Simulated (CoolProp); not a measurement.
A single-stage vapour-compression cycle with the fluid: evaporating at 284.15 K (dew point), condensing at 328.15 K (bubble point), superheat 5 K, subcooling 2 K, compressor efficiency 0.65, no pressure losses. The same conditions are run with several fluids, on thermodynamics alone (safety and materials aside).

The numbers come from the reference Helmholtz-energy equation of state of each fluid (propyne: Polt 1992; n-butane: Bücker 2006; tetrahydrofuran: Fiedler 2023; C3F8 (R218): Lemmon 2006; isobutene: Lemmon 2005; R410A: Lemmon 2003) in CoolProp. The equations of Platzer and Polt are older, rougher fits. Blends and air are pseudo-pure fits.

```json
[
 {"fluid": "propyne", "cooling COP": "3.57", "pressure ratio": "3.36", "discharge temperature (K)": "365.8", "refrigerating effect (kJ/kg)": "390", "volumetric capacity (kJ/m³)": "2690"},
 {"fluid": "n-butane", "cooling COP": "3.48", "pressure ratio": "3.67", "discharge temperature (K)": "341.2", "refrigerating effect (kJ/kg)": "279", "volumetric capacity (kJ/m³)": "1090"},
 {"fluid": "tetrahydrofuran", "cooling COP": "3.78", "pressure ratio": "6.21", "discharge temperature (K)": "375.4", "refrigerating effect (kJ/kg)": "387", "volumetric capacity (kJ/m³)": "132"},
 {"fluid": "C3F8 (R218)", "cooling COP": "2.24", "pressure ratio": "3.11", "discharge temperature (K)": "328.9", "refrigerating effect (kJ/kg)": "37.7", "volumetric capacity (kJ/m³)": "2050"},
 {"fluid": "isobutene", "cooling COP": "3.48", "pressure ratio": "3.55", "discharge temperature (K)": "345.0", "refrigerating effect (kJ/kg)": "280", "volumetric capacity (kJ/m³)": "1360"},
 {"fluid": "R410A", "cooling COP": "2.88", "pressure ratio": "3.08", "discharge temperature (K)": "363.5", "refrigerating effect (kJ/kg)": "139", "volumetric capacity (kJ/m³)": "5760"}
]
```
